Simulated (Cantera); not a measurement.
Input: 1 mol Hg, 0.45 mol H2, held at 900 K and 1.00 Torr.

These are equilibrium values from Cantera (NASA tables, ideal gas, pure condensed phases), not measurements of a reactor. Candidate condensed phases: Hg; 3 gas species. Equilibrium is a limit: real reactors are often held back by kinetics, nucleation or transport.

Problem. What is the equilibrium state?

Solution. 
```
Quantity                             Result
--------------------------------  ---------
x(Hg)                                 0.690
x(H2)                                 0.310
gas amount                        1.450 mol
log10 activity of Hg(l) (absent)      -4.49
```
